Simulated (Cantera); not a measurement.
## B2O3 + F2 (oxide etching and cleaning by halides)

Input: 1 mol B2O3, 2.9 mol F2, held at 54.0 Pa.

Method: chemical equilibrium by Gibbs-energy minimisation in Cantera with the NASA 1993 tables (ideal gas, pure condensed phases). Candidate condensed phases: B, B2O3; 21 gas species. Equilibrium is a limit: real reactors are often held back by kinetics, nucleation or transport.

```
T (K)  x BF3   x O2    x BOF  x B3O3F3       x F       x O   x BOF2     x BF2
-----  -----  -----  -------  --------  --------  --------  -------  --------
1000   0.560  0.428  0.00318   0.00877  2.76e-10   4.42e-9  6.89e-6  1.11e-12
1050   0.558  0.426  0.00845   0.00698   1.26e-9   1.88e-8  1.35e-5  8.87e-12
1100   0.555  0.423   0.0179   0.00377   5.34e-9   6.99e-8  2.32e-5  5.48e-11
1150   0.552  0.421   0.0264  0.000884   2.32e-8   2.32e-7  3.28e-5  2.49e-10
1200   0.551  0.420   0.0287  0.000104   1.02e-7   6.99e-7  3.94e-5  8.68e-10
1250   0.551  0.420   0.0289   1.19e-5   4.16e-7   1.93e-6  4.52e-5   2.65e-9
1300   0.551  0.420   0.0290   1.58e-6   1.52e-6   4.94e-6  5.11e-5   7.40e-9
1350   0.551  0.420   0.0290   2.43e-7   5.07e-6   1.18e-5  5.72e-5   1.91e-8
1400   0.551  0.420   0.0290   4.29e-8   1.55e-5   2.64e-5  6.36e-5   4.62e-8
1450   0.551  0.420   0.0290   8.58e-9   4.38e-5   5.60e-5  7.03e-5   1.05e-7
1500   0.551  0.420   0.0290   1.92e-9  0.000116  0.000113  7.71e-5   2.25e-7
1550   0.550  0.420   0.0291  4.76e-10  0.000287  0.000218  8.42e-5   4.61e-7
1600   0.550  0.420   0.0293  1.31e-10  0.000670  0.000404  9.15e-5   9.02e-7
1650   0.549  0.419   0.0296  3.97e-11   0.00148  0.000721  9.94e-5   1.70e-6
```
x: gas mole fraction; nothing condenses.

From 1000 K to 1650 K nothing is condensed. The main B-bearing gas is BF3 throughout.
